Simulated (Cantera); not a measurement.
Feed: 1 mol CuO, 1.8 mol CH₄, 0.27 mol H₂, 18 mol CO, at 1 atm.

These are equilibrium values from Cantera (NASA tables, ideal gas, pure condensed phases), not measurements of a reactor. Candidate condensed phases: C, C₆H₆, C₇H₈, C₈H₁₈, Cu, CuO, Cu(OH)₂, Cu₂O, H₂O; 113 gas species. Rates play no part.

Task: Which condensed phases are stable at each of these points (T (K)): 1348, 1448, 1548, 1648, 1748, 1848, 1948, 2048, 2148, 2248, 2348, 2448?

Result: 
| T (K) | condensed phases | Cu condensed (%) |
|---|---|---|
| 1348 | C(graphite) + Cu(s) | 100.0 |
| 1448 | C(graphite) + Cu(l) | 100.0 |
| 1548 | C(graphite) + Cu(l) | 100.0 |
| 1648 | C(graphite) + Cu(l) | 99.8 |
| 1748 | C(graphite) + Cu(l) | 99.3 |
| 1848 | C(graphite) + Cu(l) | 97.9 |
| 1948 | C(graphite) + Cu(l) | 94.0 |
| 2048 | C(graphite) + Cu(l) | 84.7 |
| 2148 | C(graphite) + Cu(l) | 64.1 |
| 2248 | C(graphite) + Cu(l) | 21.1 |
| 2348 | C(graphite) | 0.0 |
| 2448 | C(graphite) | 0.0 |

At 1348 K the condensed part is C(graphite) + Cu(s). From 1448 K to 2248 K the condensed part is C(graphite) + Cu(l). From 2348 K to 2448 K the condensed part is C(graphite).
